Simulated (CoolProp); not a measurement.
Vapour-liquid equilibrium of n-decane (1) + n-dodecane (2) at 0.0261 MPa; x and y are mole fractions of (1).

Model: multi-fluid Helmholtz-energy mixture model, Lemmon 2006 and Lemmon 2004; pair parameters Bell 2016, in CoolProp.

```tsv
x	bubble temperature (K)	y at the bubble point	dew temperature at overall composition x (K)	liquid density (mol/L)
0.05	436.5	0.137	438.5	3.783
0.2	427.9	0.447	434.9	3.900
0.35	420.7	0.648	430.9	4.016
0.5	414.8	0.780	426.2	4.132
0.65	409.8	0.871	420.6	4.248
0.8	405.5	0.936	413.7	4.367
0.95	401.8	0.986	404.5	4.489
```

No azeotrope shows between x = 0.05 and 0.95.

Pair parameters are fitted to limited data, so mixtures are less certain than the pure fluids.
